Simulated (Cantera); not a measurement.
Mixture: CH4 : C2H6 : C3H8 : O2 : N2 : CO2 = 1 : 0.13 : 0.046 : 5.59 : 21 : 1.7 (molar parts), at 7500 Torr, adiabatic and at constant volume. Ignition delay is the time to a rise of 400 K.

Detailed kinetics in Cantera: GRI-Mech 3.0 (53 species, 325 reactions).

### Question
What does this change do: constant pressure in place of constant volume?

### Answer
```csv
quantity,before,after
delay at 1275 K,0.329 ms,0.354 ms
delay at 1425 K,66.4 µs,73.0 µs
delay at 1575 K,18.7 µs,20.9 µs
delay at 1725 K,6.83 µs,7.78 µs
delay at 1875 K,3.14 µs,3.63 µs
apparent activation energy between 1800 and 1950 K,130 kJ/mol,130 kJ/mol
```
